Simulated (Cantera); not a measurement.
Feed: 1 mol CH3SiCl3, 10 mol H2, 0.073 mol C2H4, at 0.690 bar.

Cantera equilibrium calculation (NASA polynomials, part measured and part estimated; ideal gas, pure solids and liquids). Candidate condensed phases: C, C6H6, C7H8, C8H18, Si, SiC; 109 gas species. The feed counts by its element totals alone. The numbers say what is thermodynamically allowed, not how fast it happens.

What share of the Si ends up in condensed phases as a function of T (K), at 1075, 1125, 1175, 1225, 1275, 1325, 1375, 1425, 1475?


| T (K) | Si condensed (%) | as |
|---|---|---|
| 1075 | 55.3 | SiC(s) |
| 1125 | 62.8 | SiC(s) |
| 1175 | 70.3 | SiC(s) |
| 1225 | 77.2 | SiC(s) |
| 1275 | 83.2 | SiC(s) |
| 1325 | 87.9 | SiC(s) |
| 1375 | 91.3 | SiC(s) |
| 1425 | 93.4 | SiC(s) |
| 1475 | 94.7 | SiC(s) |
